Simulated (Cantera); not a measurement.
Feed: 1 mol SiF₄, 5.3 mol NH₃, 8.3 mol N₂, held at 925 K and 75.0 Torr.

Equilibrium computed with Cantera from the NASA thermochemical tables; the gas is ideal and each condensed phase is pure. Candidate condensed phases: Si, Si₃N₄; 37 gas species. Rates play no part.

Base state: N₂ 0.550, H₂ 0.399, SiF₄ 0.0502, HF 0.000228, SiHF₃ 5.01e-5, NH₃ 1.86e-5 (mole fractions); condensed: Si₃N₄(s).

**Question.** What changes in the equilibrium state with this change: 0.031 mol O₂ added?

**Answer.** 
| species | before | after |
|---|---|---|
| N₂ | 0.550 | 0.549 |
| H₂ | 0.399 | 0.396 |
| SiF₄ | 0.0502 | 0.0487 |
| HF | 0.000228 | 0.00587 |
| H₂O | 0 | 0.000178 |
| SiHF₃ | 5.01e-5 | 1.87e-6 |
| NH₃ | 1.86e-5 | 1.84e-5 |
| Si₃N₄(s), mol | 0.000294 | 0 |
| SiO₂(β-quartz), mol | 0 | 0.0292 |
Further candidate phases: H₂O, SiO₂, Si₂N₂O.
